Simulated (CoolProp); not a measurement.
Properties of CH3F (R41) along the isotherm -104.15 °C (Tc = 44.1 °C, pc = 59.06 bar, ω = 0.200).

Model: reference Helmholtz-energy equation of state, Lemmon 2006, in CoolProp. It is a short technical equation, of lower accuracy than the large ones.

```
p (bar)   phase  cp (kJ/(kg K))  speed of sound (m/s)  isothermal compressibility (1/MPa)  expansivity (1/kK)  fugacity coefficient
-------  ------  --------------  --------------------  ----------------------------------  ------------------  --------------------
45.4     liquid           2.048                  1248                            0.001043               2.015              0.004661
90.9     liquid           2.039                  1271                           0.0009946               1.959              0.002618
136      liquid           2.030                  1294                           0.0009516               1.908              0.001964
182      liquid           2.022                  1316                           0.0009118               1.860              0.001651
227      liquid           2.015                  1337                           0.0008764               1.817              0.001484
273      liquid           2.008                  1358                           0.0008433               1.775              0.001387
318      liquid           2.002                  1377                           0.0008136               1.738              0.001334
363      liquid           1.997                  1396                           0.0007860               1.703              0.001308
409      liquid           1.991                  1415                           0.0007600               1.669              0.001303
454      liquid           1.987                  1433                           0.0007363               1.638              0.001314
500      liquid           1.982                  1451                           0.0007137               1.608              0.001338
545      liquid           1.978                  1468                           0.0006931               1.580              0.001372
591      liquid           1.974                  1485                           0.0006733               1.554              0.001418
```
